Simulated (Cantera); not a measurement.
Mixture: CH3OH : O2 : N2 = 1 : 0.714 : 2.69 (molar parts), equivalence ratio 2.1, at 0.690 bar, adiabatic and at constant volume. Ignition delay is the time to a rise of 400 K.

Cantera simulation using GRI-Mech 3.0 (53 species, 325 reactions); the numbers are that mechanism's predictions, not measurements. GRI-Mech 3.0 was tuned for natural gas; its chemistry of methanol as a main component is partial and can be far from experiment.

Question: Predict: delay at 1098 K; delay at 1298 K; delay at 1498 K; delay at 1698 K; delay at 1898 K; apparent activation energy between 1698 and 1898 K.

Answer: 
```json
{
  "delay at 1098 K": "70.7 ms",
  "delay at 1298 K": "2.45 ms",
  "delay at 1498 K": "0.230 ms",
  "delay at 1698 K": "42.6 µs",
  "delay at 1898 K": "12.4 µs",
  "apparent activation energy between 1698 and 1898 K": "170 kJ/mol"
}
```
